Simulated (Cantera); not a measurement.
Standard-state values (1 bar) from the NASA 1993 polynomials, evaluated with Cantera. Values are per mole of reaction as written; species without (g) are pure solids or liquids, kept so even where they would boil at 1 bar.

Question: Between 300 and 1075 K, where is each reaction favourable under standard conditions?
- SF₄(g) + Pb = 4 F(g) + PbS(g)
- S + 2 PbF₂ = SF₄(g) + 2 Pb(g)
- 3 Pb + SF₆(g) = S + 3 PbF₂

Answer: 
- SF₄(g) + Pb = 4 F(g) + PbS(g): ΔG° is 1056 kJ at 300 K and 652 kJ at 1075 K; it stays positive (K < 1). ΔH° is 1206 kJ and ΔS° 515 J/K at 1075 K.
- S + 2 PbF₂ = SF₄(g) + 2 Pb(g): ΔG° is 863 kJ at 300 K and 610 kJ at 1075 K; it stays positive (K < 1). ΔH° is 910 kJ and ΔS° 279 J/K at 1075 K.
- 3 Pb + SF₆(g) = S + 3 PbF₂: ΔG° is -776 kJ at 300 K and -734 kJ at 1075 K; it stays negative (K > 1). ΔH° is -744 kJ and ΔS° -9 J/K at 1075 K.
